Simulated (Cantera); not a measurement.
Charge: 1 mol C, 1.8 mol H₂, at 873 K and 1.43 Torr.

Method: chemical equilibrium by Gibbs-energy minimisation in Cantera with the NASA 1993 tables (ideal gas, pure condensed phases). Candidate condensed phases: C, C₆H₆, C₇H₈, C₈H₁₈; 76 gas species. Rates play no part.

Base state: H₂ 0.999, CH₄ 0.000851 (mole fractions); condensed: C(graphite).

Task: What changes in the equilibrium state with this change: pressure from 1.43 Torr to 1950 Torr?

Result: 
```tsv
species	before	after
H₂	0.999	0.592
CH₄	0.000851	0.408
C₂H₆	<1e-9	1.39e-5
C(graphite), mol	0.998	0.478
```

Task: What changes in the equilibrium state with this change: pressure from 1.43 Torr to 293 Torr?

Result: 
| species | before | after |
|---|---|---|
| H₂ | 0.999 | 0.868 |
| CH₄ | 0.000851 | 0.132 |
| C(graphite), mol | 0.998 | 0.790 |
